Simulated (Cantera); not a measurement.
Feed: 1 mol Si, 2.6 mol F2, a varied amount of N2, equilibrated at 1525 K and 1.00 bar.

Equilibrium computed with Cantera from the NASA thermochemical tables; the gas is ideal and each condensed phase is pure. Candidate condensed phases: Si, Si3N4; 16 gas species. Kinetics and transport are ignored.

x: gas mole fraction; nothing condenses.

| n(N2) (mol) | x N2 | x F | x SiF4 | x F2 |
|---|---|---|---|---|
| 0.41 | 0.160 | 0.429 | 0.391 | 0.0199 |
| 0.65 | (withheld) | (withheld) | (withheld) | (withheld) |
| 1 | 0.317 | 0.353 | 0.317 | 0.0135 |
| 1.6 | 0.425 | 0.299 | 0.266 | 0.00969 |
| 2.5 | 0.535 | 0.244 | 0.214 | 0.00644 |
| 4 | 0.648 | 0.187 | 0.162 | 0.00377 |
| 6.3 | 0.743 | 0.137 | 0.118 | 0.00204 |
| 9.9 | 0.819 | 0.0972 | 0.0827 | 0.00102 |
| 16 | 0.880 | (withheld) | (withheld) | (withheld) |
| 25 | 0.919 | 0.0437 | 0.0368 | 0.000206 |
| 39 | 0.947 | 0.0289 | 0.0243 | 9.05e-5 |

Task: Some entries are withheld; supply them.

Result: 
- 0.65, x N2: 0.232
- 0.65, x F: 0.395
- 0.65, x SiF4: 0.357
- 0.65, x F2: 0.0168
- 16, x F: 0.0650
- 16, x SiF4: 0.0550
- 16, x F2: 0.000457
